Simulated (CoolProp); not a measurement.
Vapour-liquid equilibrium of R13 (1) + n-butane (2) at 236.1 K; x and y are mole fractions of (1).

Values from CoolProp's multi-fluid Helmholtz-energy mixture model, Platzer 1990 and Bücker 2006; pair parameters Bell 2016. This equation is an older, rougher fit; its heat capacities, sound speeds and derivatives of the liquid may be far off and weren't checked against measurements.

```tsv
x	bubble pressure (MPa)	y at the bubble point	dew pressure at overall composition x (MPa)	liquid density (mol/L)
0.05	0.08615	0.775	0.02071	11.09
0.15	0.1933	0.904	0.02314	11.28
0.25	0.2740	0.935	0.02621	11.48
0.35	0.3366	0.950	0.03022	11.67
0.45	0.3877	0.959	0.03568	11.86
0.55	0.4328	0.967	0.04352	12.04
0.65	0.4763	0.973	0.05579	12.22
0.75	0.5217	0.979	0.07764	12.39
0.85	0.5727	0.986	0.1274	12.55
0.95	0.6326	0.995	0.3357	12.70
```

No azeotrope shows between x = 0.05 and 0.95.

Pair parameters are fitted to limited data, so mixtures are less certain than the pure fluids. With so large a gap from Raoult's law the liquid may split in two, which this calculation doesn't test in full.
